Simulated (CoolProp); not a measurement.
Vapour-liquid equilibrium of ethane (1) + CHF3 (R23) (2) at 5.6 bar; x and y are mole fractions of (1).

The numbers come from the multi-fluid Helmholtz-energy mixture model, Bücker 2006 and Penoncello 2003; pair parameters Bell 2016 in CoolProp.

```
x     bubble temperature (K)  y at the bubble point  dew temperature at overall composition x (K)  liquid density (mol/L)
----  ----------------------  ---------------------  --------------------------------------------  ----------------------
0.05                   221.0                  0.232                                         225.8                   18.62
0.15                   215.1                  0.431                                         223.2                   18.42
0.25                   213.2                  0.495                                         220.5                   18.05
0.35                   212.7                  0.519                                         217.6                   17.68
0.45                   212.5                  0.529                                         214.5                   17.36
0.55                   212.5                  0.539                                         212.5                   17.12
0.65                   212.6                  0.555                                         214.5                   16.95
0.75                   213.1                  0.588                                         217.1                   16.83
0.85                   214.7                  0.659                                         219.7                   16.71
0.95                   219.2                  0.828                                         222.3                   16.52
```

y crosses x between x = 0.45 and 0.55: the model has an azeotrope there.

Pair parameters are fitted to limited data, so mixtures are less certain than the pure fluids. With so large a gap from Raoult's law the liquid may split in two, which this calculation doesn't test in full.
